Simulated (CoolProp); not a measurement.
Carbonyl sulfide at 293.15 K and 0.441 MPa is throttled through a valve to 0.0335 MPa with no heat exchange. Each further row changes one setting.

Model: reference Helmholtz-energy equation of state, Lemmon 2006, in CoolProp. It is a short technical equation, of lower accuracy than the large ones.

| case | temperature change (K) | final density (kg/m³) |
|---|---|---|
| as stated | -9.0 | 0.856 |
| outlet pressure 0.01 MPa | … | … |
| outlet pressure 0.0436 MPa | -8.8 | … |

Task: Fill in the missing entries.

Result: 
- outlet pressure 0.01 MPa, temperature change (K): -9.6
- outlet pressure 0.01 MPa, final density (kg/m³): 0.255
- outlet pressure 0.0436 MPa, final density (kg/m³): 1.11
